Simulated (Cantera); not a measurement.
Feed: 1 mol Si3N4, 16 mol HCl, 54 mol H2, a varied amount of Cl2, held at 1200 K and 1.35 Torr.

Equilibrium computed with Cantera from the NASA thermochemical tables; the gas is ideal and each condensed phase is pure. Candidate condensed phases: NH4Cl, Si, Si3N4; 28 gas species. Kinetics and transport are ignored.

Q: What share of the Si ends up in condensed phases as a function of n(Cl2) (mol), at 4.9, 7, 9.1, 11, 13, 15, 18, 20, 22, 24, 26?

A: 
```
n(Cl2) (mol)  Si condensed (%)        as
------------  ----------------  --------
4.9                       64.6  Si3N4(s)
7                         53.5  Si3N4(s)
9.1                       40.8  Si3N4(s)
11                        28.3  Si3N4(s)
13                        13.9  Si3N4(s)
15                         0.0         -
18                         0.0         -
20                         0.0         -
22                         0.0         -
24                         0.0         -
26                         0.0         -
```
